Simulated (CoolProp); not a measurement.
Vapour-liquid equilibrium of CHF3 (R23) (1) + R143a (2) at -44.45 °C; x and y are mole fractions of (1).

Values from CoolProp's multi-fluid Helmholtz-energy mixture model, Penoncello 2003 and Lemmon and Jacobsen 2000; pair parameters Bell 2016.

Task: Give the bubble pressure and the first vapour's composition at x = 0.05, 0.35, 0.95. Is there an azeotrope?

Result: x = 0.05: 134.6 kPa, y = 0.178; x = 0.35: 275.8 kPa, y = 0.716; x = 0.95: 571.6 kPa, y = 0.987. No azeotrope shows between x = 0.05 and 0.95.

Pair parameters are fitted to limited data, so mixtures are less certain than the pure fluids.
